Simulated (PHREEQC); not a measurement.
A made-up water analysis in mg/kgw, 20 °C, pH 6.9, pe 11:

```json
[
 {"constituent": "Na", "mg/kgw": "0.936"},
 {"constituent": "K", "mg/kgw": "0.46"},
 {"constituent": "Ca", "mg/kgw": "4.32"},
 {"constituent": "Mg", "mg/kgw": "0.0754"},
 {"constituent": "Cl", "mg/kgw": "2.36"},
 {"constituent": "S(6) as SO4", "mg/kgw": "4.64"},
 {"constituent": "Alkalinity as HCO3", "mg/kgw": "7.18"},
 {"constituent": "N(5) as NO3", "mg/kgw": "0.00688"}
]
```

Valence states are taken as typed.

Model: ion-association model, phreeqc.dat, run in PHREEQC.

| Quantity | Result |
|---|---|
| ionic strength | 0.000434 mol/kgw |
| charge-balance error | -1.2 % |

```json
[
 {"species": "HCO3-", "molality": "0.000117", "activity": "0.000115", "log γ": "-0.010"},
 {"species": "Ca+2", "molality": "0.000107", "activity": "9.74e-5", "log γ": "-0.041"},
 {"species": "Cl-", "molality": "6.66e-5", "activity": "6.50e-5", "log γ": "-0.010"},
 {"species": "SO4-2", "molality": "4.75e-5", "activity": "4.33e-5", "log γ": "-0.041"},
 {"species": "Na+", "molality": "4.07e-5", "activity": "3.98e-5", "log γ": "-0.010"},
 {"species": "CO2", "molality": "3.48e-5", "activity": "3.48e-5", "log γ": "0.000"},
 {"species": "K+", "molality": "1.18e-5", "activity": "1.15e-5", "log γ": "-0.010"},
 {"species": "Mg+2", "molality": "3.07e-6", "activity": "2.80e-6", "log γ": "-0.041"},
 {"species": "CaSO4", "molality": "7.21e-7", "activity": "7.21e-7", "log γ": "0.000"},
 {"species": "CaHCO3+", "molality": "1.34e-7", "activity": "1.31e-7", "log γ": "-0.010"}
]
```

This is a speciation only: nothing precipitates in the calculation.
